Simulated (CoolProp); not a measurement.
The fluid at 293.15 K and 1.67 MPa flows at 1 m/s in a round tube of 4.6 mm bore and 1.5 µm roughness, fully developed (64/Re and Nu = 3.66 if laminar; Colebrook and Gnielinski if turbulent). The same conditions are run with several fluids, on thermodynamics alone (safety and materials aside).

Computed with CoolProp (reference Helmholtz-energy equation of state of each fluid (propylene: Lemmon 2013; R245fa: Akasaka 2015; n-butane: Bücker 2006; toluene: Lemmon 2006; R141b: Lemmon 2006)).

| fluid | Reynolds number | Darcy friction factor | pressure drop (Pa/m) | heat-transfer coefficient (W/(m² K)) | mass flow (kg/h) |
|---|---|---|---|---|---|
| propylene | ? | 0.0256 | 1440 | 2690 | 30.9 |
| R245fa | 14600 | 0.0286 | 4220 | 2160 | 81.2 |
| n-butane | ? | 0.0281 | 1770 | 2220 | 34.8 |
| toluene | 6710 | 0.0348 | ? | 1600 | ? |
| R141b | ? | 0.0294 | 3980 | 1860 | 74.6 |

**Question.** Complete the blanks.

**Answer.** 
- propylene, Reynolds number: 23600
- n-butane, Reynolds number: 15800
- toluene, pressure drop (Pa/m): 3290
- toluene, mass flow (kg/h): 51.9
- R141b, Reynolds number: 13100

Transport values come from each fluid's own correlations; those of propylene, R245fa, R141b are estimates that may be off by 10 % or more.
